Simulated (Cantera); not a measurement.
What does this Cantera script print?

```python
import numpy as np
import cantera as ct

gas_names = """
    N NO NO2
""".split()
cond_names = """
    V2O4(I) V2O4(II) V2O4(L) VN(s) V2O5(s) V2O5(L)
""".split()


# ... load() reads the species with a 1 bar reference pressure and builds the phases ...
species = {s.name: s for s in load("nasa_gas.yaml", gas_names) + load("nasa_condensed.yaml", cond_names)}
# Each term lists the table entries of one substance; the one whose range holds T is used.
reactions = {
    '6 N(g) + V2O4 = 4 NO(g) + 2 VN':
        [(-6, ['N']), (-1, ['V2O4(I)', 'V2O4(II)', 'V2O4(L)']), (4, ['NO']), (2, ['VN(s)'])],
    'NO2(g) + 2 V2O4 = N(g) + 2 V2O5':
        [(-1, ['NO2']), (-2, ['V2O4(I)', 'V2O4(II)', 'V2O4(L)']), (1, ['N']), (2, ['V2O5(s)', 'V2O5(L)'])],
}


def pick(names, T):
    return next(species[n] for n in names if species[n].thermo.min_temp <= T <= species[n].thermo.max_temp)


results = []
for label, terms in reactions.items():
    print(label)
    print("     T/K   dH/kJ  dS/(J/K)   dG/kJ   log10 K")
    for T in [300, 450, 650, 850, 1050, 1250, 1450, 1650, 1850, 2050]:
        used = [(nu, pick(names, T)) for nu, names in terms]
        dH = sum(nu * s.thermo.h(T) for nu, s in used) / 1e6
        dS = sum(nu * s.thermo.s(T) for nu, s in used) / 1e3
        dG = dH - T * dS / 1e3
        logK = -dG * 1e6 / (ct.gas_constant * T * np.log(10))
        results.append((label, T, dH, dS, dG, logK, [s.name for _, s in used]))
        print(f"{T:8g} {dH:8.1f} {dS:8.1f} {dG:8.1f} {logK:8.2f}")
```

Output:

```
6 N(g) + V2O4 = 4 NO(g) + 2 VN
     T/K   dH/kJ  dS/(J/K)   dG/kJ   log10 K
     300  -1478.2   -106.1  -1446.4   251.83
     450  -1494.9   -153.2  -1425.9   165.52
     650  -1505.4   -172.6  -1393.2   111.96
     850  -1515.0   -185.5  -1357.3    83.41
    1050  -1523.6   -194.7  -1319.3    65.63
    1250  -1531.6   -201.6  -1279.6    53.47
    1450  -1539.0   -207.1  -1238.7    44.62
    1650  -1546.0   -211.6  -1196.8    37.89
    1850  -1665.7   -277.7  -1152.1    32.53
    2050  -1678.6   -284.3  -1095.8    27.92
NO2(g) + 2 V2O4 = N(g) + 2 V2O5
     T/K   dH/kJ  dS/(J/K)   dG/kJ   log10 K
     300    191.7    -32.7    201.5   -35.08
     450    175.5    -80.7    211.8   -24.58
     650    178.4    -75.4    227.4   -18.27
     850    181.1    -71.7    242.1   -14.88
    1050    314.5     69.6    241.4   -12.01
    1250    318.5     73.2    227.1    -9.49
    1450    320.6     74.7    212.2    -7.65
    1650    320.8     74.9    197.3    -6.24
    1850     92.9    -50.6    186.5    -5.26
    2050     76.4    -59.1    197.4    -5.03
```

Standard-state values (1 bar) from the NASA 1993 polynomials, evaluated with Cantera. VN: taken at fixed stoichiometry. Condensed species are held in their standard states even where they would react or evaporate.
